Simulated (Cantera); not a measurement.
Thermodynamics of silicon epitaxy and polysilicon growth, feed SiH₄ + Cl₂ + H₂

Charge: 1 mol SiH₄, 0.22 mol Cl₂, 21 mol H₂, held at 0.133 bar.

Cantera equilibrium calculation (NASA polynomials, part measured and part estimated; ideal gas, pure solids and liquids). Candidate condensed phases: Si; 19 gas species. The tables' values for SiCl₃ are old estimates; treat these amounts as uncertain. Equilibrium is a limit: real reactors are often held back by kinetics, nucleation or transport.

```csv
T (K),log p H₂,log p HCl,log p SiCl₄,log p SiHCl₃,log p SiCl₂,log p SiH₂Cl₂,n Si(s)
800,-0.88,-3.90,-3.46,-3.49,-6.91,-4.60,0.879
850,-0.88,-3.63,-3.48,-3.51,-6.30,-4.60,0.884
900,-0.88,-3.40,-3.52,-3.55,-5.78,-4.60,0.893
950,-0.88,-3.19,-3.58,-3.60,-5.33,-4.61,0.904
1000,-0.88,-3.02,-3.67,-3.68,-4.94,-4.65,0.918
1050,-0.88,-2.89,-3.81,-3.79,-4.62,-4.71,0.935
1100,-0.88,-2.78,-4.03,-3.96,-4.37,-4.81,0.951
1150,-0.88,-2.71,-4.33,-4.19,-4.20,-4.95,0.965
1200,-0.88,-2.67,-4.70,-4.47,-4.09,-5.13,0.973
1250,-0.88,-2.65,-5.11,-4.79,-4.02,-5.33,0.977
1300,-0.88,-2.65,-5.53,-5.11,-3.98,-5.54,0.978
1350,-0.88,-2.64,-5.93,-5.42,-3.96,-5.73,0.979
1400,-0.88,-2.64,-6.32,-5.71,-3.93,-5.92,0.978
```
log p: log10 of the partial pressure in bar; n: condensed amount in mol.

From 800 K to 1400 K the condensed part is Si(s). The main Si-bearing gas is SiCl₄ at 800 K and SiCl₂ at 1400 K. The share of Si in condensed phases is highest at 1350 K (97.9 %) and lowest at 800 K (87.9 %).
